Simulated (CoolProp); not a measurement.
Model: reference Helmholtz-energy equation of state, Outcalt 1996, in CoolProp. It is a modified Benedict-Webb-Rubin equation, recast in Helmholtz form.

Q: Give the vapour pressure (kPa), surface tension (mN/m), liquid conductivity (mW/(m K)) of saturated R152A at -50.85, -28.05 °C.

A: 
| T (°C) | p (kPa) | surface tension (mN/m) | liquid conductivity (mW/(m K)) |
|---|---|---|---|
| -50.85 | 26.1 | 20.6 | 139 |
| -28.05 | 84.5 | 17.2 | 126 |

Thermal conductivity comes from a separate model (Krauss 1996). Surface tension comes from a separate correlation (Mulero 2012).
